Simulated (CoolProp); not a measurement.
A single-stage vapour-compression cycle with the fluid: evaporating at 231.15 K (dew point), condensing at 252.15 K (bubble point), superheat 8 K, subcooling 5 K, compressor efficiency 0.65, no pressure losses. The same conditions are run with several fluids, on thermodynamics alone (safety and materials aside).

The numbers come from the reference Helmholtz-energy equation of state of each fluid (dimethyl ether: Wu 2011; R407C: Lemmon 2003; fluoroethane (R161): Wu 2012; n-perfluorobutane: Gao 2022; hydrogen sulfide: Lemmon 2006; CH2F2 (R32): Tillner-Roth 1997) in CoolProp. Blends and air are pseudo-pure fits.

```
fluid                cooling COP  pressure ratio  discharge temperature (K)  refrigerating effect (kJ/kg)  volumetric capacity (kJ/m³)
-------------------  -----------  --------------  -------------------------  ----------------------------  ---------------------------
dimethyl ether              6.77            2.65                      290.9                           459                          487
R407C                       4.94            3.48                      301.3                           228                          789
fluoroethane (R161)         6.71            2.49                      294.0                           407                          830
n-perfluorobutane           6.80            3.08                      258.1                          99.3                          171
hydrogen sulfide            6.52            2.24                      317.4                           500                         2100
CH2F2 (R32)                 6.54            2.41                      307.5                           352                         1570
```
